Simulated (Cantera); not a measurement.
An isothermal, constant-pressure homogeneous reactor starts with 90.1 % NO, 9.91 % N2, at 2100 K and 1.40 bar.

Computed with Cantera and GRI-Mech 3.0 (53 species, 325 reactions).

One state of this run: x NO = 0.0391; x N2O = 1.24e-6; x O = 0.000776; x NO2 = 9.74e-5; x O2 = 0.430; x N2 = 0.530. x: mole fraction; the columns are a selection and need not sum to one.

Q: Which value of t (s) does it belong to?
A) 0.00242
B) 0.0431
C) 0.00632
D) 0.766

A: D, 0.766
